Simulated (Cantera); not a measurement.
Mixture: C₃H₈ : O₂ : N₂ = 1 : 2.78 : 8.33 (molar parts), at 1.00 atm, adiabatic and at constant volume. Ignition delay is the time to a rise of 400 K.

Computed with Cantera and GRI-Mech 3.0 (53 species, 325 reactions). GRI-Mech 3.0 was tuned for natural gas; its chemistry of propane as a main component is partial and can be far from experiment.

Question: Predict: delay at 1300 K; delay at 1400 K; delay at 1500 K; delay at 1600 K; apparent activation energy between 1550 and 1650 K.

Answer: 
```
Property                                                Result
--------------------------------------------------  ----------
delay at 1300 K                                       0.802 ms
delay at 1400 K                                       0.189 ms
delay at 1500 K                                        63.5 µs
delay at 1600 K                                        28.3 µs
apparent activation energy between 1550 and 1650 K  150 kJ/mol
```
